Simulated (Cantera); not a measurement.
**Ignition delay**

Mixture: C3H8 : O2 : N2 : H2 = 1 : 2.63 : 9.89 : 0.19 (molar parts), equivalence ratio 1.9, at 5.00 bar, adiabatic and at constant pressure. Ignition delay is the time to a rise of 400 K.

Model: GRI-Mech 3.0 (53 species, 325 reactions), integrated in Cantera. GRI-Mech 3.0 was tuned for natural gas; its chemistry of propane as a main component is partial and can be far from experiment.

| T0 (K) | delay (ms) |
|---|---|
| 1298 | 0.440 |
| 1348 | 0.204 |
| 1398 | 0.102 |
| 1448 | 0.0550 |
| 1498 | 0.0318 |
| 1548 | 0.0196 |
| 1598 | 0.0129 |

| Quantity | Result |
|---|---|
| apparent activation energy between 1498 and 1598 K | 180 kJ/mol |
